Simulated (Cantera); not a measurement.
An adiabatic, constant-volume homogeneous reactor starts with CH4 : CO : O2 : N2 = 1 : 0.47 : 1.31 : 14.5 (molar parts), at 1625 K and 0.240 bar. Integrator tolerance rtol = 1e-08.

Model: GRI-Mech 3.0 (53 species, 325 reactions), integrated in Cantera.

### Question
What does this change do: CH4 1 to 0.69 parts?

### Answer
```tsv
quantity	before	after
time of steepest temperature rise	3.01 ms	2.73 ms
temperature at 0.200 s	2415 K	2479 K
equilibrium temperature	2415 K	2479 K
x(CH4) at 0.200 s	<1e-12 (gas-phase equilibrium <1e-12)	<1e-12 (gas-phase equilibrium <1e-12)
x(CO) at 0.200 s	0.0628 (gas-phase equilibrium 0.0628)	0.0343 (gas-phase equilibrium 0.0343)
x(O2) at 0.200 s	0.000128 (gas-phase equilibrium 0.000128)	0.00278 (gas-phase equilibrium 0.00278)
x(HCO) at 0.200 s	2.10e-8 (gas-phase equilibrium 2.10e-8)	7.38e-9 (gas-phase equilibrium 7.38e-9)
x(H2O) at 0.200 s	0.0684 (gas-phase equilibrium 0.0684)	0.0649 (gas-phase equilibrium 0.0649)
```

### Question
What does this change do: 0.054 parts C2H6 added?

### Answer
```tsv
quantity	before	after
time of steepest temperature rise	3.01 ms	0.912 ms
temperature at 0.200 s	2415 K	2383 K
equilibrium temperature	2415 K	2383 K
x(CH4) at 0.200 s	<1e-12 (gas-phase equilibrium <1e-12)	<1e-12 (gas-phase equilibrium <1e-12)
x(CO) at 0.200 s	0.0628 (gas-phase equilibrium 0.0628)	0.0704 (gas-phase equilibrium 0.0704)
x(O2) at 0.200 s	0.000128 (gas-phase equilibrium 0.000128)	5.06e-5 (gas-phase equilibrium 5.06e-5)
x(HCO) at 0.200 s	2.10e-8 (gas-phase equilibrium 2.10e-8)	2.41e-8 (gas-phase equilibrium 2.41e-8)
x(H2O) at 0.200 s	0.0684 (gas-phase equilibrium 0.0684)	0.0651 (gas-phase equilibrium 0.0651)
```
